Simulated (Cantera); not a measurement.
# Hydrocarbon pyrolysis for carbon deposition

A perfectly stirred reactor is fed with CH4 : H2 = 1 : 1.5 (molar parts), at 2200 Pa; it is held at 1975 K, and followed from long to short residence time.

Detailed kinetics in Cantera: GRI-Mech 3.0 (53 species, 325 reactions). GRI-Mech 3.0 stops at C3 and has no aromatics, soot or wall deposition, so with more carbon than oxygen in the feed, carbon stays in small species such as C2H2 where larger ones or solid carbon would form. Radical loss at walls, strong at low pressure, is not modelled.

```
τ (s)     x CH4   x H2    x C2H4   x C2H2    x CH3
-------  ------  -----  --------  -------  -------
0.53     0.0133  0.843   8.32e-5    0.137  0.00160
0.24     0.0227  0.837  0.000169    0.133  0.00241
0.11     0.0374  0.827  0.000360    0.127  0.00356
0.049    0.0609  0.812  0.000795    0.118  0.00520
0.022    0.0953  0.788   0.00168    0.104  0.00735
0.010     0.143  0.757   0.00327   0.0844  0.00991
0.0046    0.205  0.716   0.00559   0.0593   0.0124
0.0021    0.280  0.666   0.00743   0.0301   0.0136
0.00095   0.355  0.621   0.00511  0.00667   0.0110
```
x: mole fraction; the columns are a selection and need not sum to one.
